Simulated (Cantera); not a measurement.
Input: 1 mol CH₃Cl, 0.089 mol F₂, 0.14 mol H₂, held at 0.0143 Torr.

Cantera equilibrium calculation (NASA polynomials, part measured and part estimated; ideal gas, pure solids and liquids). Candidate condensed phases: C, C₆H₆, C₇H₈, C₈H₁₈; 118 gas species. Equilibrium is a limit: real reactors are often held back by kinetics, nucleation or transport. All values below are at 2400 K.

Base state: H 0.671, Cl 0.227, HF 0.0419, H₂ 0.0338, HCl 0.0161, C₃ 0.00516, C 0.00209, F 0.00133 (mole fractions); condensed: C(graphite).

**Question.** What changes in the equilibrium state with this change: pressure from 0.0143 Torr to 128 Torr?

**Answer.** 
```csv
species,before,after
H₂,0.0338,0.454
HCl,0.0161,0.422
HF,0.0419,0.0781
H,0.671,0.0260
Cl,0.227,0.0172
C,0.00209,2.34e-7
C₃,0.00516,5.77e-7
C₂,0.000467,5.22e-8
CF,3.14e-5,1.69e-7
F,0.00133,7.13e-6
"C(graphite), mol",0.919,0.985
```

**Question.** What changes in the equilibrium state with this change: CH₃Cl replaced by CCl₄?

**Answer.** 
```tsv
species	before	after
Cl	0.227	0.913
H	0.671	0.0353
HF	0.0419	0.0252
H₂	0.0338	9.36e-5
F	0.00133	0.0152
HCl	0.0161	0.00339
C₂H₂ (acetylene)	0.000236	6.52e-7
C₂H	0.000269	1.42e-5
CF	3.14e-5	0.000359
C(graphite), mol	0.919	0.917
```
